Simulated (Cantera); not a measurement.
# Thermodynamics of nitride etching, feed AlN + H2

Feed: 1 mol AlN, 810 mol H2, at 4.10 mbar.

These are equilibrium values from Cantera (NASA tables, ideal gas, pure condensed phases), not measurements of a reactor. Candidate condensed phases: Al, AlN; 13 gas species. The numbers say what is thermodynamically allowed, not how fast it happens.

```json
[
 {"T (°C)": "927", "log p H2": "-2.39", "log p H": "-7.90", "log p Al": "-10.45", "log p N2": "-10.63", "log p AlH": "-10.93", "log p Al2": "<-14", "log p NH3": "-12.62", "n AlN(s)": "1.000"},
 {"T (°C)": "1002", "log p H2": "-2.39", "log p H": "-7.33", "log p Al": "-9.35", "log p N2": "-9.57", "log p AlH": "-10.01", "log p Al2": "<-14", "log p NH3": "-12.23", "n AlN(s)": "1.000"},
 {"T (°C)": "1077", "log p H2": "-2.39", "log p H": "-6.82", "log p Al": "-8.37", "log p N2": "-8.61", "log p AlH": "-9.20", "log p Al2": "<-14", "log p NH3": "-11.88", "n AlN(s)": "0.999"},
 {"T (°C)": "1152", "log p H2": "-2.39", "log p H": "-6.36", "log p Al": "-7.50", "log p N2": "-7.76", "log p AlH": "-8.48", "log p Al2": "-13.69", "log p NH3": "-11.56", "n AlN(s)": "0.993"},
 {"T (°C)": "1227", "log p H2": "-2.39", "log p H": "-5.95", "log p Al": "-6.72", "log p N2": "-6.98", "log p AlH": "-7.83", "log p Al2": "-12.44", "log p NH3": "-11.28", "n AlN(s)": "0.959"},
 {"T (°C)": "1302", "log p H2": "-2.39", "log p H": "-5.58", "log p Al": "-6.01", "log p N2": "-6.29", "log p AlH": "-7.24", "log p Al2": "-11.32", "log p NH3": "-11.03", "n AlN(s)": "0.796"},
 {"T (°C)": "1377", "log p H2": "-2.39", "log p H": "-5.24", "log p Al": "-5.37", "log p N2": "-5.65", "log p AlH": "-6.71", "log p Al2": "-10.30", "log p NH3": "-10.79", "n AlN(s)": "0.116"},
 {"T (°C)": "1452", "log p H2": "-2.39", "log p H": "-4.93", "log p Al": "-5.31", "log p N2": "-5.60", "log p AlH": "-6.76", "log p Al2": "-10.42", "log p NH3": "-10.85", "n AlN(s)": "0"},
 {"T (°C)": "1527", "log p H2": "-2.39", "log p H": "-4.64", "log p Al": "-5.31", "log p N2": "-5.60", "log p AlH": "-6.85", "log p Al2": "-10.63", "log p NH3": "-10.92", "n AlN(s)": "0"},
 {"T (°C)": "1602", "log p H2": "-2.39", "log p H": "-4.38", "log p Al": "-5.31", "log p N2": "-5.60", "log p AlH": "-6.93", "log p Al2": "-10.83", "log p NH3": "-10.99", "n AlN(s)": "0"},
 {"T (°C)": "1677", "log p H2": "-2.40", "log p H": "-4.14", "log p Al": "-5.31", "log p N2": "-5.60", "log p AlH": "-7.01", "log p Al2": "-11.02", "log p NH3": "-11.05", "n AlN(s)": "0"},
 {"T (°C)": "1752", "log p H2": "-2.40", "log p H": "-3.92", "log p Al": "-5.31", "log p N2": "-5.60", "log p AlH": "-7.09", "log p Al2": "-11.19", "log p NH3": "-11.12", "n AlN(s)": "0"}
]
```
log p: log10 of the partial pressure in bar; n: condensed amount in mol.

From 927 °C to 1377 °C the condensed part is AlN(s). From 1452 °C to 1752 °C nothing is condensed.
